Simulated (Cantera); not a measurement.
Feed: 1 mol SiC, 0.16 mol O2, 140 mol N2, held at 1723 K and 0.600 Pa.

These are equilibrium values from Cantera (NASA tables, ideal gas, pure condensed phases), not measurements of a reactor. Candidate condensed phases: C, Si, SiC, SiO2, Si2N2O, Si3N4; 34 gas species. Kinetics and transport are ignored.

Base state: N2 0.995, Si 0.00273, CO 0.00226, SiC2 2.49e-5, Si2C 1.89e-5 (mole fractions); condensed: C(graphite) + SiC(s).

What changes in the equilibrium state with this change: N2 from 140 to 15 mol?


```tsv
species	before	after
N2	0.995	0.964
CO	0.00226	0.0180
Si	0.00273	0.0154
SiO	9.98e-6	0.00252
Si2C	1.89e-5	0.000106
SiC2	2.49e-5	4.42e-6
SiN	3.75e-6	2.08e-5
C(graphite), mol	0.0664	0
SiC(s), mol	0.605	0.717
```
The tables' values for SiN are old estimates; treat these amounts as uncertain.

What changes in the equilibrium state with this change: O2 from 0.16 to 0.095 mol?


```csv
species,before,after
N2,0.995,0.996
Si,0.00273,0.00273
CO,0.00226,0.00135
Si2C,1.89e-5,1.89e-5
SiC2,2.49e-5,2.49e-5
"C(graphite), mol",0.0664,0.195
"SiC(s), mol",0.605,0.606
```

What changes in the equilibrium state with this change: SiC replaced by Si3N4?


```json
[
 {"species": "N2", "before": "0.995", "after": "0.979"},
 {"species": "Si", "before": "0.00273", "after": "0.0184"},
 {"species": "SiO", "before": "9.98e-6", "after": "0.00221"},
 {"species": "CO", "before": "0.00226", "after": "0"},
 {"species": "SiC2", "before": "2.49e-5", "after": "0"},
 {"species": "Si2C", "before": "1.89e-5", "after": "0"},
 {"species": "SiN", "before": "3.75e-6", "after": "2.51e-5"},
 {"species": "C(graphite), mol", "before": "0.0664", "after": "0"},
 {"species": "SiC(s), mol", "before": "0.605", "after": "0"}
]
```
The tables' values for SiN are old estimates; treat these amounts as uncertain.
